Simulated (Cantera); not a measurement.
## Stirred combustor or abatement burner

A perfectly stirred reactor is fed with CH4 : O2 : N2 : CO2 = 1 : 2.82 : 10.6 : 0.019 (molar parts), equivalence ratio 0.71, at 0.430 bar; it is adiabatic with a 525 K inlet, and is followed from long to short residence time, starting on the burning branch (τ in s: 0.11, 0.053, 0.025, 0.012, 0.0057, 0.0027, 0.0013, 0.00063, 0.0003, 0.00014, 6.8e-05).

Computed with Cantera and GRI-Mech 3.0 (53 species, 325 reactions).

```csv
τ (s),T (K),x CH4,x O2,x C2H4,x H,x HO2,x C2H6
0.11,1997,6.75e-6,0.0566,3.31e-10,0.000174,1.33e-6,8.19e-12
0.053,1984,1.11e-5,0.0569,6.86e-10,0.000308,1.64e-6,1.81e-11
0.025,1964,1.82e-5,0.0573,1.34e-9,0.000575,2.20e-6,3.87e-11
0.012,1936,2.98e-5,0.0579,2.52e-9,0.00105,3.09e-6,8.15e-11
0.0057,1899,5.03e-5,0.0588,5.00e-9,0.00184,4.43e-6,1.85e-10
0.0027,1852,8.87e-5,0.0601,1.10e-8,0.00303,6.33e-6,4.72e-10
0.0013,1798,0.000163,0.0619,2.74e-8,0.00456,8.87e-6,1.40e-9
0.00063,1738,0.000324,0.0645,8.35e-8,0.00615,1.26e-5,5.20e-9
0.00030,1666,0.000758,0.0694,3.76e-7,0.00706,2.01e-5,3.11e-8
0.00014,525,0.0693,0.195,<1e-12,<1e-12,<1e-12,<1e-12
6.8e-5,525,0.0693,0.195,<1e-12,<1e-12,<1e-12,<1e-12
```
x: mole fraction; the columns are a selection and need not sum to one.
